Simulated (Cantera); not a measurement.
Input: 1 mol Pb, 5.4 mol CO, 74 mol N2, 0.025 mol O2, equilibrated at 923.15 K and 630000 Pa.

These are equilibrium values from Cantera (NASA tables, ideal gas, pure condensed phases), not measurements of a reactor. Kinetics and transport are ignored.

| species | before | after |
|---|---|---|
| N2 | 0.949 | 0.926 |
| CO | 0.0312 | 0.0670 |
| Pb | 4.04e-7 | 0.00621 |
| CO2 | 0.0193 | 0.000626 |
| C(graphite), mol | 1.46 | 0 |
| Pb(l), mol | 1.000 | 0.503 |
Gas species are given as mole fractions.

Name the change that produced these shifts.
A) temperature from 923.15 K to 825 K
B) temperature from 923.15 K to 1075 K
C) N2 from 74 to 0.21 mol
D) temperature from 923.15 K to 1550 K

D, temperature from 923.15 K to 1550 K
